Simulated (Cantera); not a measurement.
What does this Cantera script print?

```python
import numpy as np
import cantera as ct

gas_names = """
    C CH CH2 CH3 CH2OH CH3O CH4 CH3OH CO CO2 COOH C2 C2H CHCO,ketyl C2H2,acetylene C2H2,vinylidene
    CH2CO,ketene C2H3,vinyl CH3CO,acetyl C2H4 C2H4O,ethylen CH3CHO,ethanal CH3COOH (HCOOH)2 C2H5 C2H6
    CH3OCH3 C2H5OH C2O C3 C3H3,propargyl C3H4,allene C3H4,propyne C3H4,cyclo- C3H5,allyl C3H6,propylene
    C3H6,cyclo- C3H6O C3H7,n-propyl C3H7,i-propyl C3H8 C3H8O,1propanol C3H8O,2propanol C3O2 C4 C4H2
    C4H4,1,3-cyclo- C4H6,butadiene C4H6,2-butyne C4H6,cyclo- C4H8,1-butene C4H8,cis2-buten
    C4H8,tr2-butene C4H8,isobutene C4H8,cyclo- (CH3COOH)2 C4H9,n-butyl C4H9,i-butyl C4H9,s-butyl
    C4H9,t-butyl C4H10,isobutane C4H10,n-butane C5 C5H6,1,3cyclo- C5H8,cyclo- C5H10,1-pentene
    C5H10,cyclo- C5H11,pentyl C5H11,t-pentyl C5H12,n-pentane C5H12,i-pentane CH3C(CH3)2CH3 C6H2
    C6H5,phenyl C6H5O,phenoxy C6H6 C6H5OH,phenol C6H10,cyclo- C6H12,1-hexene C6H12,cyclo- C6H13,n-hexyl
    C7H7,benzyl C7H8 C7H8O,cresol C7H14,1-heptene C7H15,n-heptyl C7H16,n-heptane C8H8,styrene
    C8H10,ethylbenz C8H16,1-octene C8H17,n-octyl C8H18,isooctane C8H18,n-octane C9H19,n-nonyl
    C10H8,naphthale C10H21,n-decyl C12H9,o-bipheny C12H10,bipheny H HCO HO2 H2 HCHO,formaldehy HCOOH H2O
    H2O2 O OH O2 O3 Si SiC SiC2 SiC4H12 SiH SiH2 SiH3 SiH4 SiO SiO2 Si2 Si2C Si3
""".split()
cond_names = """
    C(gr) C6H6(L) C7H8(L) C8H18(L),n-octa H2O(s) H2O(L) Si(cr) Si(L) SiC(b) SiO2(Lqz) SiO2(hqz) SiO2(L)
""".split()


def load(file, names, dense=False):
    # The tables refer to 1 bar. Condensed volumes are neglected.
    table = {s.name: s for s in ct.Species.list_from_file(file)}
    out = []
    for n in names:
        d = dict(table[n].input_data)
        d["thermo"] = dict(d["thermo"], **{"reference-pressure": 1e5})
        if dense:
            d["equation-of-state"] = {"model": "constant-volume", "density": "1e6 g/cm^3"}
        out.append(ct.Species.from_dict(d))
    return out


gas = ct.Solution(thermo="ideal-gas", species=load("nasa_gas.yaml", gas_names))
cond = {s.name: ct.Solution(thermo="fixed-stoichiometry", species=[s], name=s.name)
        for s in load("nasa_condensed.yaml", cond_names, dense=True)}
atoms = {
    'Si': {'Si': 1},
    'CO': {'C': 1, 'O': 1},
    'H2': {'H': 2},
    'O2': {'O': 2},
}
top_T = {'C(gr)': 4500, 'SiC(b)': 3050}  # K; cautious upper limits of use, not melting points


def equilibrate(T, P, feed):
    n = {}
    for name, mol in feed.items():
        for a, k in atoms[name].items():
            n[a] = n.get(a, 0.0) + k * mol
    gas.TPX = T, P, n
    mass = sum(n.values()) * gas.mean_molecular_weight
    gas.equilibrate("TP")
    valid = [c for c in cond.values() if c.min_temp <= T <= top_T.get(c.name, c.max_temp)]
    mix = ct.Mixture([(gas, mass / gas.mean_molecular_weight)] + [(c, 0.0) for c in valid])
    mix.T, mix.P = T, P
    mix.equilibrate("TP", solver="vcs", rtol=1e-11, max_steps=5000)
    return mix


results = []
feed = {'Si': 1, 'CO': 3.8, 'H2': 170, 'O2': 2.2}  # mol
P = 1300000  # Pa
for T in [648, 748, 848, 948, 1048, 1148, 1248, 1348, 1448, 1548, 1648, 1748]:
    mix = equilibrate(T, P, feed)
    results.append((T, P, feed, dict(zip(mix.species_names, mix.species_moles))))
    x = sorted(zip(gas.X, gas.species_names), reverse=True)
    print(f"T = {T:g} K  P = {P:g} Pa  gas = {mix.phase_moles(0):.4g} mol")
    print("   x: " + "  ".join(f"{s} {v:.3e}" for v, s in x if v > 0.001))
    print("   condensed (mol): " + ("  ".join(f"{mix.phase(i).name} {mix.phase_moles(i):.4g}"
          for i in range(1, mix.n_phases) if mix.phase_moles(i) > 1e-12) or "none"))
```

Output:

```
T = 648 K  P = 1.3e+06 Pa  gas = 166.2 mol
   x: H2 9.398e-01  H2O 3.730e-02  CH4 2.286e-02
   condensed (mol): SiO2(Lqz) 1
T = 748 K  P = 1.3e+06 Pa  gas = 166.2 mol
   x: H2 9.398e-01  H2O 3.730e-02  CH4 2.286e-02
   condensed (mol): SiO2(Lqz) 1
T = 848 K  P = 1.3e+06 Pa  gas = 166.2 mol
   x: H2 9.398e-01  H2O 3.730e-02  CH4 2.286e-02
   condensed (mol): SiO2(hqz) 1
T = 948 K  P = 1.3e+06 Pa  gas = 166.2 mol
   x: H2 9.399e-01  H2O 3.726e-02  CH4 2.282e-02
   condensed (mol): SiO2(hqz) 1
T = 1048 K  P = 1.3e+06 Pa  gas = 166.4 mol
   x: H2 9.405e-01  H2O 3.668e-02  CH4 2.228e-02
   condensed (mol): SiO2(hqz) 1
T = 1148 K  P = 1.3e+06 Pa  gas = 167.5 mol
   x: H2 9.443e-01  H2O 3.298e-02  CH4 1.877e-02  CO 3.803e-03
   condensed (mol): SiO2(hqz) 1
T = 1248 K  P = 1.3e+06 Pa  gas = 170 mol
   x: H2 9.526e-01  H2O 2.502e-02  CH4 1.109e-02  CO 1.107e-02
   condensed (mol): SiO2(hqz) 1
T = 1348 K  P = 1.3e+06 Pa  gas = 172.2 mol
   x: H2 9.594e-01  H2O 1.849e-02  CO 1.718e-02  CH4 4.720e-03
   condensed (mol): SiO2(hqz) 1
T = 1448 K  P = 1.3e+06 Pa  gas = 173.2 mol
   x: H2 9.627e-01  CO 2.013e-02  H2O 1.539e-02  CH4 1.668e-03
   condensed (mol): SiO2(hqz) 1
T = 1548 K  P = 1.3e+06 Pa  gas = 173.6 mol
   x: H2 9.638e-01  CO 2.121e-02  H2O 1.428e-02
   condensed (mol): SiO2(hqz) 1
T = 1648 K  P = 1.3e+06 Pa  gas = 173.7 mol
   x: H2 9.642e-01  CO 2.157e-02  H2O 1.392e-02
   condensed (mol): SiO2(hqz) 0.9999
T = 1748 K  P = 1.3e+06 Pa  gas = 173.8 mol
   x: H2 9.643e-01  CO 2.170e-02  H2O 1.381e-02
   condensed (mol): SiO2(L) 0.9993
```

Method: chemical equilibrium by Gibbs-energy minimisation in Cantera with the NASA 1993 tables (ideal gas, pure condensed phases). The tables hold silica as quartz up to 1696 K and as liquid above; real silica turns to tridymite and cristobalite and melts near 1996 K. Gases not in the tables: Si(OH)4.
